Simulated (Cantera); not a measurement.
**Adiabatic ignition**

An adiabatic, constant-pressure homogeneous reactor starts with 6.28 % CH₄, 19.6 % O₂, 74.1 % N₂, at 1075 K and 10.0 bar.

Cantera simulation using GRI-Mech 3.0 (53 species, 325 reactions); the numbers are that mechanism's predictions, not measurements.

```
t (s)     T (K)   x CH₄    x O₂    x C₂H₆    x C₂H₂     x HO₂     x CO₂    x CH₂O
--------  -----  ------  ------  --------  --------  --------  --------  --------
1.00e-6    1075  0.0628   0.196    <1e-12    <1e-12  4.01e-10    <1e-12    <1e-12
2.51e-6    1075  0.0628   0.196    <1e-12    <1e-12   1.01e-9    <1e-12  5.46e-12
6.31e-6    1075  0.0628   0.196    <1e-12    <1e-12   2.53e-9    <1e-12  3.43e-11
1.59e-5    1075  0.0628   0.196    <1e-12    <1e-12   6.33e-9    <1e-12  2.17e-10
3.99e-5    1075  0.0628   0.196  4.28e-12    <1e-12   1.58e-8    <1e-12   1.41e-9
0.000100   1075  0.0628   0.196  7.35e-11    <1e-12   3.87e-8    <1e-12   9.34e-9
0.000252   1075  0.0628   0.196   1.47e-9    <1e-12   9.24e-8    <1e-12   6.77e-8
0.000632   1075  0.0628   0.196   3.86e-8    <1e-12   2.07e-7  1.54e-11   5.79e-7
0.00159    1075  0.0628   0.196   7.76e-7    <1e-12   3.99e-7  3.44e-10   4.75e-6
0.00399    1075  0.0628   0.196   5.31e-6  1.54e-12   7.26e-7   2.90e-9   2.39e-5
0.0100     1076  0.0626   0.196   3.18e-5  6.57e-11   2.06e-6   4.42e-8  0.000123
0.0252     2345  <1e-12  0.0688    <1e-12    <1e-12   7.95e-6    0.0615  1.83e-12
0.0634     2332  <1e-12  0.0656    <1e-12    <1e-12   7.37e-6    0.0616  1.65e-12
0.159      2330  <1e-12  0.0652    <1e-12    <1e-12   7.32e-6    0.0616  1.63e-12
0.400      2330  <1e-12  0.0652    <1e-12    <1e-12   7.32e-6    0.0616  1.63e-12
```
x: mole fraction; the columns are a selection and need not sum to one.

```yaml
time_of_steepest_temperature_rise: 21.5 ms
temperature at 0.400 s: 2330 K
equilibrium_temperature: 2330 K
x(CH₄) at 0.400 s: <1e-12 (gas-phase equilibrium <1e-12)
x(O₂) at 0.400 s: 0.0652 (gas-phase equilibrium 0.0652)
x(C₂H₆) at 0.400 s: <1e-12 (gas-phase equilibrium <1e-12)
```
